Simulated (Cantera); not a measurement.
**Moist CO burnout**

An isothermal, constant-pressure homogeneous reactor starts with 1.75 % CO, 10.5 % O2, 0.480 % H2O, 87.3 % N2, at 1375 K and 1.00 bar.

Model: GRI-Mech 3.0 (53 species, 325 reactions), integrated in Cantera.

```csv
t (s),x CO,x O2,x H2O,x H,x H2,x NO2,x NO
3.00e-5,0.0175,0.105,0.00480,2.14e-10,5.50e-12,<1e-12,<1e-12
7.32e-5,0.0175,0.105,0.00480,1.25e-9,7.83e-11,<1e-12,<1e-12
0.000179,0.0175,0.105,0.00480,8.92e-9,1.24e-9,<1e-12,<1e-12
0.000436,0.0175,0.105,0.00480,1.93e-7,4.28e-8,<1e-12,<1e-12
0.00107,0.0152,0.103,0.00461,9.33e-5,2.63e-5,5.34e-11,1.51e-8
0.00260,0.00378,0.0980,0.00464,6.27e-5,2.61e-5,2.74e-9,6.50e-7
0.00635,0.000674,0.0971,0.00478,5.00e-6,4.60e-6,7.66e-9,9.09e-7
0.0155,0.000110,0.0969,0.00482,3.81e-7,7.66e-7,1.22e-8,1.01e-6
0.0378,1.63e-5,0.0969,0.00483,3.01e-8,1.34e-7,1.17e-8,1.05e-6
0.0923,2.07e-6,0.0969,0.00484,2.93e-9,2.71e-8,8.09e-9,1.07e-6
0.225,2.07e-7,0.0969,0.00484,5.23e-10,8.23e-9,6.07e-9,1.08e-6
0.550,4.18e-8,0.0969,0.00484,2.62e-10,5.11e-9,5.93e-9,1.08e-6
1.34,3.61e-8,0.0969,0.00484,2.39e-10,4.79e-9,5.95e-9,1.08e-6
3.28,3.60e-8,0.0969,0.00484,2.39e-10,4.79e-9,5.96e-9,1.08e-6
8.00,3.60e-8,0.0969,0.00484,2.39e-10,4.79e-9,5.99e-9,1.09e-6
```
x: mole fraction; the columns are a selection and need not sum to one.

Equilibrium at this temperature and pressure: CO 3.61e-8, O2 0.0966, H2O 0.00484, H 2.39e-10, H2 4.79e-9, NO2 2.49e-6, NO 0.000453 (gas phase only).
